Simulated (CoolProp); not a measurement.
Vapour-liquid equilibrium of R1234yf (1) + R134a (2) at 287.9 K; x and y are mole fractions of (1).

Values from CoolProp's multi-fluid Helmholtz-energy mixture model, Lemmon 2022 and Tillner-Roth 1994; pair parameters Bell 2022.

```csv
x,"bubble pressure, mixture model (MPa)","bubble pressure, Raoult's law (MPa)","y, mixture model","y, Raoult's law"
0.05,0.4913,0.4856,0.061,0.052
0.2,0.5074,0.4889,0.225,0.207
0.35,0.5177,0.4922,0.371,0.360
0.5,0.5231,0.4955,0.509,0.511
0.65,0.5238,0.4988,0.646,0.660
0.8,0.5198,0.5021,0.788,0.807
0.95,0.5108,0.5054,0.944,0.952
```

The largest gap from Raoult's law is +5.6 % in bubble pressure, at x = 0.5. y crosses x between x = 0.5 and 0.65: the model has an azeotrope there.

Pair parameters are fitted to limited data, so mixtures are less certain than the pure fluids.
